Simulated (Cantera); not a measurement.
Charge: 1 mol V2O3, 250 mol H2, 0.49 mol N2, held at 1548.15 K and 13.3 mbar.

Method: chemical equilibrium by Gibbs-energy minimisation in Cantera with the NASA 1993 tables (ideal gas, pure condensed phases). Candidate condensed phases: H2O, V, VN, VO, V2O3, V2O4, V2O5; 28 gas species. VO: taken at fixed stoichiometry. The numbers say what is thermodynamically allowed, not how fast it happens.

Base state: H2 0.994, H2O 0.00399, N2 0.00196, H 0.000266 (mole fractions); condensed: VO(s).

Q: What changes in the equilibrium state with this change: temperature from 1548.15 K to 2223.15 K?

A: 
```
species       before     after
----------  --------  --------
H2             0.994     0.937
H           0.000266    0.0537
H2O          0.00399   0.00340
VO           1.50e-8   0.00253
V              <1e-9  0.000681
VO2          9.15e-8   0.00112
OH           3.57e-8   2.82e-5
VO(s), mol      2.00         0
VO(l), mol         0     0.879
```
